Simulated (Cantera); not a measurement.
Sublimation and decomposition of ceramics: ZrN + H2

Charge: 1 mol ZrN, 7.4 mol H2, held at 0.000770 bar.

These are equilibrium values from Cantera (NASA tables, ideal gas, pure condensed phases), not measurements of a reactor. Candidate condensed phases: Zr, ZrN; 11 gas species. Mutual solubility and eutectic melting of coexisting phases are not modelled. ZrN: taken at fixed stoichiometry. Condensed phases not in the tables: N, O or C dissolved in the metal. Equilibrium is a limit: real reactors are often held back by kinetics, nucleation or transport.

From 2100 K to 2300 K the condensed part is ZrN(s). From 2400 K to 2600 K the condensed part is Zr(l) + ZrN(s). At 2700 K the condensed part is Zr(l). From 2800 K to 2900 K nothing is condensed. The main Zr-bearing gas is Zr throughout.

| T (K) | x H2 | x H | x Zr | x N2 | x N | x NH | x ZrN | x NH2 | n ZrN(s) | n Zr(l) |
|---|---|---|---|---|---|---|---|---|---|---|
| 2100 | 0.894 | 0.106 | 1.25e-5 | 6.27e-6 | 3.22e-10 | 3.45e-11 | <1e-12 | 1.22e-11 | 1.000 | 0 |
| 2200 | 0.817 | 0.183 | 6.60e-5 | 3.30e-5 | 2.58e-9 | 1.92e-10 | <1e-12 | 4.14e-11 | 0.999 | 0 |
| 2300 | 0.706 | 0.293 | 0.000300 | 0.000150 | 1.72e-8 | 8.88e-10 | <1e-12 | 1.18e-10 | 0.997 | 0 |
| 2400 | 0.567 | 0.432 | 0.00114 | 0.000664 | 1.03e-7 | 3.64e-9 | 8.21e-12 | 2.99e-10 | 0.987 | 0.00178 |
| 2500 | 0.412 | 0.581 | 0.00362 | 0.00300 | 5.77e-7 | 1.35e-8 | 6.59e-11 | 6.68e-10 | 0.937 | 0.0251 |
| 2600 | 0.265 | 0.712 | 0.0105 | 0.0121 | 2.82e-6 | 4.21e-8 | 4.49e-10 | 1.22e-9 | 0.713 | 0.162 |
| 2700 | 0.148 | 0.787 | 0.0281 | 0.0366 | 1.12e-5 | 1.01e-7 | 2.42e-9 | 1.62e-9 | 0 | 0.617 |
| 2800 | 0.0779 | 0.823 | 0.0661 | 0.0331 | 2.29e-5 | 1.23e-7 | 6.18e-9 | 1.09e-9 | 0 | 0 |
| 2900 | 0.0432 | 0.861 | 0.0640 | 0.0320 | 4.61e-5 | 1.53e-7 | 6.64e-9 | 7.84e-10 | 0 | 0 |
x: gas mole fraction; n: condensed amount in mol.
